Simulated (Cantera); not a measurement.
## Oxide etching and cleaning by halides: MgO + SiCl4 + O2

Feed: 1 mol MgO, 1.9 mol SiCl4, 17 mol O2, held at 1198.15 K.

Cantera equilibrium calculation (NASA polynomials, part measured and part estimated; ideal gas, pure solids and liquids). Candidate condensed phases: Mg, MgCl2, MgO, MgSiO3, Mg2SiO4, Si, SiO2; 20 gas species. Mutual solubility and eutectic melting of coexisting phases are not modelled. The tables hold silica as quartz up to 1696 K and as liquid above; real silica turns to tridymite and cristobalite and melts near 1996 K. Condensed phases not in the tables: alloys, solid solutions and most ternary compounds. Equilibrium is a limit: real reactors are often held back by kinetics, nucleation or transport.

| P (Pa) | x O2 | x Cl | x Cl2 | x MgCl2 | x ClO | x O | n MgSiO3(s) | n SiO2(β-quartz) |
|---|---|---|---|---|---|---|---|---|
| 1 | 0.690 | 0.274 | 0.0349 | 0.00139 | 2.84e-5 | 6.33e-6 | 0.970 | 0.930 |
| 5.20 | 0.724 | 0.189 | 0.0861 | 0.00147 | 4.57e-5 | 2.84e-6 | 0.969 | 0.931 |
| 27 | 0.757 | 0.104 | 0.137 | 0.00100 | 5.90e-5 | 1.28e-6 | 0.980 | 0.920 |
| 140 | 0.779 | 0.0510 | 0.170 | 0.000537 | 6.66e-5 | 5.68e-7 | 0.990 | 0.910 |
| 720 | 0.790 | 0.0236 | 0.187 | 0.000258 | 7.03e-5 | 2.52e-7 | 0.995 | 0.905 |
| 3700 | 0.795 | 0.0106 | 0.195 | 0.000118 | 7.20e-5 | 1.12e-7 | 0.998 | 0.902 |
| 19000 | 0.797 | 0.00473 | 0.198 | 5.31e-5 | 7.27e-5 | 4.94e-8 | 0.999 | 0.901 |
| 100000 | 0.798 | 0.00207 | 0.200 | 2.33e-5 | 7.31e-5 | 2.15e-8 | 1.000 | 0.900 |
x: gas mole fraction; n: condensed amount in mol.

From 1.00e-5 bar to 1.00 bar the condensed part is MgSiO3(s) + SiO2(β-quartz). The main Mg-bearing gas is MgCl2 throughout. The share of Mg in condensed phases is highest at 1.00 bar (100.0 %) and lowest at 5.20e-5 bar (96.9 %).
